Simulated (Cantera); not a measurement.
Input: 1 mol SiCl4, 1.2 mol Cl2, 0.41 mol H2, at 1223 K and 890000 Pa.

These are equilibrium values from Cantera (NASA tables, ideal gas, pure condensed phases), not measurements of a reactor. Candidate condensed phases: Si; 19 gas species. Kinetics and transport are ignored.

Base state: SiCl4 0.383, HCl 0.314, Cl2 0.302, Cl 0.00110 (mole fractions); condensed: gas only.

Task: What changes in the equilibrium state with this change: H2 from 0.41 to 0.2 mol?

Result: 
| species | before | after |
|---|---|---|
| SiCl4 | 0.383 | 0.416 |
| Cl2 | 0.302 | 0.416 |
| HCl | 0.314 | 0.167 |
| Cl | 0.00110 | 0.00129 |
